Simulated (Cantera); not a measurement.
Cantera run:

```python
import numpy as np
import cantera as ct

gas_names = """
    N NO NO2 NO3 N2 N2O O O2 O3 Si SiN SiO SiO2 Si2 Si2N Si3
""".split()
cond_names = """
    Si(cr) Si(L) SiO2(Lqz) SiO2(hqz) SiO2(L) Si2N2O(s) Si3N4(a)
""".split()


# ... load() reads the species with a 1 bar reference pressure and builds the phases ...
atoms = {
    'Si3N4': {'Si': 3, 'N': 4},
    'O2': {'O': 2},
    'N2': {'N': 2},
}
top_T = {'Si2N2O(s)': 2100, 'Si3N4(a)': 2400}  # K; cautious upper limits of use, not melting points


# ... equilibrate(T, P, feed) seeds the gas with the atoms and calls Mixture.equilibrate('TP', solver="vcs", rtol=1e-11, max_steps=5000) ...
results = []
feed = {'Si3N4': 1, 'O2': 0.2, 'N2': 1.1}  # mol
P = 810  # Pa
for T in [1375, 1475, 1575, 1675, 1775, 1875, 1975, 2075]:
    mix = equilibrate(T, P, feed)
    results.append((T, P, feed, dict(zip(mix.species_names, mix.species_moles))))

top = {s: max(r[3][s] / sum(r[3][g] for g in gas_names) for r in results) for s in gas_names}
cols = sorted((s for s in top if top[s] > 1e-06), key=lambda s: -top[s])[:7]
seen = [c for c in cond_names if any(r[3].get(c, 0) > 1e-12 for r in results)]
print("log10 of partial pressures in bar; condensed amounts in mol")
print(f"{'T/K':>10s}" + "".join(f"{s[:9]:>10s}" for s in cols + seen))
for T, P, feed, n in results:
    ng = sum(n[g] for g in gas_names)
    print(f"{T:10.4g}" + "".join(f"{np.log10(max(n[s] / ng * P / 1e5, 1e-99)):10.3f}" for s in cols)
          + "".join(f"{n.get(c, 0):10.4g}" for c in seen))
```

It prints:

```
log10 of partial pressures in bar; condensed amounts in mol
       T/K        N2       SiO        Si      Si2N       SiN       Si2       Si3     Si(L) Si2N2O(s)  Si3N4(a)
      1375    -2.092    -8.639   -11.654   -14.500   -12.338   -17.238   -20.369         0       0.4    0.7333
      1475    -2.092    -7.148    -9.874   -12.233   -10.764   -14.479   -16.877         0       0.4    0.7333
      1575    -2.092    -5.851    -8.323   -10.261    -9.392   -12.077   -13.838         0    0.3998    0.7334
      1675    -2.093    -4.712    -6.960    -8.528    -8.187    -9.967   -11.170         0     0.397    0.7343
      1775    -2.102    -3.702    -5.747    -6.989    -7.119    -8.087    -8.793         0    0.3687    0.7436
      1875    -2.145    -3.034    -5.043    -6.390    -6.561    -7.168    -7.809     2.596         0         0
      1975    -2.146    -3.035    -4.490    -5.993    -6.122    -6.501    -7.165     2.584         0         0
      2075    -2.150    -3.039    -3.992    -5.637    -5.726    -5.901    -6.585     2.551         0         0
```

Equilibrium computed with Cantera from the NASA thermochemical tables; the gas is ideal and each condensed phase is pure. Mutual solubility and eutectic melting of coexisting phases are not modelled. The tables' values for SiN are old estimates; treat these amounts as uncertain.
